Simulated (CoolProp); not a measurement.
Vapour-liquid equilibrium of dimethyl ether (1) + chloromethane (R40) (2) at 105 kPa; x and y are mole fractions of (1).

Model: multi-fluid Helmholtz-energy mixture model, Wu 2011 and Thol 2014; pair parameters Bell 2016, in CoolProp.

Give the bubble temperature and the first vapour's composition at x = 0.05, 0.425, 0.575. Is there an azeotrope?

x = 0.05: 250.2 K, y = 0.042; x = 0.425: 251.1 K, y = 0.423; x = 0.575: 251.0 K, y = 0.591. y crosses x between x = 0.425 and 0.5: the model has an azeotrope there.

Pair parameters are fitted to limited data, so mixtures are less certain than the pure fluids.
